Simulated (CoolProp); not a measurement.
Properties of water along the isobar 51300 kPa (Tc = 647.1 K, pc = 22060 kPa, ω = 0.344).

The numbers come from the reference Helmholtz-energy equation of state, Wagner 2002 in CoolProp.

| T (K) | phase | speed of sound (m/s) | Joule-Thomson coefficient (K/MPa) | isothermal compressibility (1/MPa) | Prandtl number |
|---|---|---|---|---|---|
| 525.5 | liquid | (withheld) | (withheld) | 0.0009411 | 0.791 |
| 533.1 | liquid | 1321 | -0.05624 | 0.001001 | 0.783 |
| 540.7 | liquid | 1296 | -0.04448 | 0.001068 | 0.778 |
| 548.4 | liquid | 1271 | -0.03156 | 0.001143 | 0.774 |
| 556 | liquid | 1245 | -0.01768 | 0.001226 | 0.771 |
| 563.7 | liquid | 1218 | -0.002352 | 0.001321 | 0.770 |
| 571.3 | liquid | 1191 | 0.01420 | 0.001426 | 0.771 |
| 578.9 | liquid | 1163 | 0.03236 | 0.001545 | 0.773 |
| 586.6 | liquid | 1134 | 0.05261 | 0.001683 | 0.777 |
| 594.2 | liquid | (withheld) | (withheld) | 0.001839 | 0.783 |
| 601.9 | liquid | 1075 | 0.09953 | 0.002021 | 0.791 |
| 609.5 | liquid | 1045 | (withheld) | 0.002229 | 0.800 |
| 617.1 | liquid | 1014 | 0.1574 | 0.002473 | 0.812 |
| 624.8 | liquid | 981.5 | 0.1921 | 0.002764 | 0.827 |

Question: Complete the blanks.

Answer: 
- 525.5, speed of sound (m/s): 1345
- 525.5, Joule-Thomson coefficient (K/MPa): -0.06711
- 594.2, speed of sound (m/s): 1105
- 594.2, Joule-Thomson coefficient (K/MPa): 0.07470
- 609.5, Joule-Thomson coefficient (K/MPa): 0.1268

Viscosity comes from a separate model (Huber 2009). Thermal conductivity comes from a separate model (Huber 2012).
